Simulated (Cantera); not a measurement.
Ammonia decomposition in nitride growth gas

An isothermal, constant-pressure homogeneous reactor starts with NH3 : N2 = 1 : 2.9 (molar parts), at 1450 K and 0.570 bar.

Cantera simulation using the gas-phase N/H chemistry of the illustrative SiF4/NH3 mechanism in the Surface Chemkin manual (1991); the numbers are that mechanism's predictions, not measurements. Walls and surfaces, which speed up NH3 decomposition in real reactors, are not modelled.

| t (s) | x NH3 | x N2H2 | x N | x NH2 | x H2 | x H |
|---|---|---|---|---|---|---|
| 9.00e-5 | 0.256 | <1e-12 | <1e-12 | 6.71e-8 | 3.33e-8 | 4.62e-10 |
| 0.000418 | 0.256 | 1.37e-11 | <1e-12 | 3.13e-7 | 1.56e-7 | 4.62e-10 |
| 0.00194 | 0.256 | 4.08e-10 | <1e-12 | 1.45e-6 | 7.36e-7 | 4.76e-10 |
| 0.00900 | 0.256 | 9.68e-9 | <1e-12 | 6.65e-6 | 4.40e-6 | 8.08e-10 |
| 0.0418 | 0.256 | 8.31e-8 | 1.35e-11 | 1.89e-5 | 7.59e-5 | 5.53e-9 |
| 0.194 | 0.256 | 9.00e-8 | 6.27e-11 | 1.96e-5 | 0.000595 | 2.46e-8 |
| 0.900 | 0.254 | 8.79e-8 | 2.88e-10 | 1.91e-5 | 0.00298 | 1.09e-7 |
| 4.18 | 0.245 | 7.84e-8 | 9.56e-10 | 1.76e-5 | 0.0133 | 4.56e-7 |
| 19.4 | 0.214 | 5.16e-8 | 1.33e-9 | 1.43e-5 | 0.0501 | 1.58e-6 |
| 90.0 | 0.148 | 1.81e-8 | 7.95e-10 | 8.75e-6 | 0.130 | 3.65e-6 |
x: mole fraction; the columns are a selection and need not sum to one.

Equilibrium at this temperature and pressure: NH3 5.73e-6, N2H2 <1e-12, N <1e-12, NH2 2.76e-10, H2 0.306, H 6.98e-6 (gas phase only).
